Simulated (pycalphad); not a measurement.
All values are pycalphad results on the COST 507 light-alloy database (1999) (1 atm), not direct measurements. These are 1990s assessments: newer ones move some temperatures and phases. Phase fractions are per mole of atoms.

Problem. Give the equilibrium state of Ti-18.9Hf-0.4074B (wt.%) at 1875 K.

Solution. liquid, fraction 0.715, with 18.7 Hf, 0.57 B wt.%; bcc, fraction 0.285, with 19.3 Hf, 0.02 B wt.%.

Problem. Give the equilibrium state of Ti-18.9Hf-0.4074B (wt.%) at 1575 K.

Solution. bcc, fraction 0.962, with 19.2 Hf, 0.04 B wt.%; BM, fraction 0.038, with 3.3 Hf, 18.0 B wt.%.

Database names, with the compositions (at.%) that they take in these runs: BM: Ti 49 B 50 Hf 0.
